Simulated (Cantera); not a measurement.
Feed: 1 mol Fe₂O₃, 0.71 mol C, 0.35 mol H₂, 1.9 mol CH₄, held at 2473.15 K and 2.30 bar.

Cantera equilibrium calculation (NASA polynomials, part measured and part estimated; ideal gas, pure solids and liquids). Candidate condensed phases: C, C₆H₆, C₇H₈, C₈H₁₈, Fe, Fe(CO)₅, FeO, Fe(OH)₂, Fe(OH)₃, Fe₂O₃, Fe₃O₄, H₂O; 114 gas species. The numbers say what is thermodynamically allowed, not how fast it happens.

Base state: H₂ 0.547, CO 0.374, H₂O 0.0508, Fe 0.0110, H 0.0109, CO₂ 0.00567, OH 0.000203, FeO 5.06e-5 (mole fractions); condensed: Fe(l).

### Question
What changes in the equilibrium state with this change: CH₄ from 1.9 to 0.53 mol?

### Answer
```csv
species,before,after
CO,0.374,0.426
H₂,0.547,0.348
H₂O,0.0508,0.171
CO₂,0.00567,0.0342
H,0.0109,0.00868
Fe,0.0110,0.0110
Fe(OH)₂,2.04e-5,0.000362
O,2.67e-6,1.41e-5
FeO,5.06e-5,0.000267
"Fe(l), mol",1.92,0.765
"FeO(l), mol",0,1.20
```
Each liquid is taken as pure. Mutual solubility and eutectic melting of coexisting phases are not modelled. The tables' stoichiometric FeO is somewhat more stable than real wüstite, so its field is too wide. FeO: taken at fixed stoichiometry.

### Question
What changes in the equilibrium state with this change: temperature from 2473.15 K to 1275 K?

### Answer
| species | before | after |
|---|---|---|
| H₂ | 0.547 | 0.571 |
| CO | 0.374 | 0.369 |
| H₂O | 0.0508 | 0.0423 |
| Fe | 0.0110 | <1e-9 |
| H | 0.0109 | 3.67e-7 |
| CO₂ | 0.00567 | 0.0165 |
| Fe(OH)₂ | 2.04e-5 | 1.21e-8 |
| OH | 0.000203 | <1e-9 |
| FeO | 5.06e-5 | <1e-9 |
| CH₄ | 2.60e-8 | 0.000929 |
| Fe(l), mol | 1.92 | 0 |
| Fe(γ), mol | 0 | 2.00 |
